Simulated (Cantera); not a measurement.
**Low-pressure radical oxidation in H2/O2**

An isothermal, constant-pressure homogeneous reactor starts with 6.02 % H₂, 94.0 % O₂, at 900 K and 0.0197 atm.

Computed with Cantera and the H2/O2 subset of GRI-Mech 3.0, which has no nitrogen chemistry. Radical loss at walls, strong at low pressure, is not modelled. Below about 950 K walls govern HO2 and H2O2 in real vessels. The temperature is held fixed by assumption; the heat of reaction is taken as removed at once.

```
t (s)         x H₂   x O₂       x H       x O   x H₂O₂     x HO₂     x H₂O
--------  --------  -----  --------  --------  -------  --------  --------
6.00e-6     0.0602  0.940    <1e-12    <1e-12   <1e-12    <1e-12    <1e-12
1.68e-5     0.0602  0.940    <1e-12    <1e-12   <1e-12    <1e-12    <1e-12
4.72e-5     0.0602  0.940  1.68e-12    <1e-12   <1e-12  1.87e-12    <1e-12
0.000132    0.0602  0.940  4.40e-12  1.41e-12   <1e-12  5.29e-12    <1e-12
0.000372    0.0602  0.940  1.38e-11  9.83e-12   <1e-12  1.53e-11  9.76e-12
0.00104     0.0602  0.940  1.04e-10  1.11e-10   <1e-12  5.15e-11  1.85e-10
0.00292     0.0602  0.940   1.60e-8   1.82e-8   <1e-12   2.02e-9   3.60e-8
0.00821     0.0418  0.931   0.00666   0.00485  3.29e-7   1.32e-5    0.0143
0.0230    0.000867  0.937  0.000275   0.00119  2.97e-7   1.03e-5    0.0607
0.0646    0.000156  0.938   7.90e-6  0.000149  1.38e-7   3.15e-6    0.0618
0.181      3.61e-5  0.938   5.51e-7   2.62e-5  7.25e-8   9.83e-7    0.0620
0.508      6.98e-6  0.938   4.52e-8   4.85e-6  3.46e-8   2.60e-7    0.0620
1.43       9.55e-7  0.938   3.66e-9   9.00e-7  1.50e-8   5.68e-8    0.0620
4.00       8.41e-8  0.938  3.30e-10   1.84e-7  6.05e-9   1.22e-8    0.0620
```
x: mole fraction; the columns are a selection and need not sum to one.

Equilibrium at this temperature and pressure: H₂ 1.46e-12, O₂ 0.938, H <1e-12, O 3.71e-11, H₂O₂ 5.78e-12, HO₂ 1.43e-10, H₂O 0.0620 (gas phase only).
